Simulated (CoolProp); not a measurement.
Values from CoolProp's reference Helmholtz-energy equation of state, Thol 2019.

Question: Give the vapour pressure (MPa), liquid density (kg/m³), vapour density (kg/m³), enthalpy of vaporisation (kJ/kg) of saturated tetradecamethylhexasiloxane (MD4M) at 244.95 °C.

Answer: 
```json
[
 {"T (°C)": "244.95", "p (MPa)": "0.0724", "liquid density (kg/m³)": "657", "vapour density (kg/m³)": "8.53", "enthalpy of vaporisation (kJ/kg)": "103"}
]
```
